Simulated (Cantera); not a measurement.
An isothermal plug-flow reactor at 998 K and 1.00 bar (inlet), inlet velocity 3.7 m/s, active area per volume 1400 1/m; feed 0.540 % CH4, 2.58 % O2, 96.9 % N2, equivalence ratio 0.42.

Cantera simulation using Deutschmann's 1995 Pt surface mechanism with GRI-Mech 3.0 gas chemistry; the numbers are that mechanism's predictions, not measurements. Catalytic surfaces can have several steady states; this one follows from the mechanism file's or the stated starting coverage. Mass transfer to the wall is taken as infinitely fast.

Task: Predict: x(CH4) at z = 0.021 m; x(O2) at z = 0.021 m; x(H2O) at z = 0.021 m; x(CO2) at z = 0.021 m; x(CO) at z = 0.021 m; θ(free Pt) at the exit; θ(O*) at the exit; θ(OH*) at the exit.

Result: 
```json
{
  "x(CH4) at z = 0.021 m": "0.00152",
  "x(O2) at z = 0.021 m": "0.0180",
  "x(H2O) at z = 0.021 m": "0.00774",
  "x(CO2) at z = 0.021 m": "0.00387",
  "x(CO) at z = 0.021 m": "9.72e-7",
  "θ(free Pt) at the exit": "0.291",
  "θ(O*) at the exit": "0.707",
  "θ(OH*) at the exit": "0.00181"
}
```
